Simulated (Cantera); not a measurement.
Pb + H₂ + N₂ (iron carbonyl, mercury and lead vapours)

Feed: 1 mol Pb, 0.068 mol H₂, a varied amount of N₂, at 1375 K and 0.00133 bar.

These are equilibrium values from Cantera (NASA tables, ideal gas, pure condensed phases), not measurements of a reactor. Candidate condensed phases: Pb; 11 gas species. Kinetics and transport are ignored.

From 6 mol N₂ to 92 mol N₂ nothing is condensed. The main Pb-bearing gas is Pb throughout.

```tsv
n(N₂) (mol)	log p N₂	log p Pb	log p H₂	log p H
6	-2.95	-3.72	-4.89	-7.91
20	-2.90	-4.20	-5.37	-8.15
35	-2.89	-4.43	-5.60	-8.27
49	-2.88	-4.57	-5.74	-8.34
63	-2.88	-4.68	-5.85	-8.39
77	-2.88	-4.77	-5.94	-8.43
92	-2.88	-4.84	-6.01	-8.47
```
log p: log10 of the partial pressure in bar; nothing condenses.
